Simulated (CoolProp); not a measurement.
A single-stage vapour-compression cycle with R1336mzz(E): evaporating at 266.15 K (dew point), condensing at 334.15 K (bubble point), superheat 8 K, subcooling 2 K, compressor efficiency 0.7, no pressure losses. Each further row changes one setting.

The numbers come from the reference Helmholtz-energy equation of state, Akasaka 2023 in CoolProp.

```tsv
case	cooling COP	pressure ratio	discharge temperature (K)	refrigerating effect (kJ/kg)	volumetric capacity (kJ/m³)
as stated	1.79	11.0	341.7	84.7	333
evaporating temperature 271.15 K	2.05	8.78	341.1	88.4	431
condensing temperature 329.15 K	2.04	9.60	?	91.2	359
subcooling 7 K	1.93	11.0	341.7	91.2	359
superheat 18 K	?	11.0	352.6	?	351
compressor efficiency 0.6	1.53	11.0	?	84.7	333
```

Problem. Complete the blanks.

Solution. 
- condensing temperature 329.15 K, discharge temperature (K): 337.4
- superheat 18 K, cooling COP: 1.87
- superheat 18 K, refrigerating effect (kJ/kg): 92.8
- compressor efficiency 0.6, discharge temperature (K): 350.1
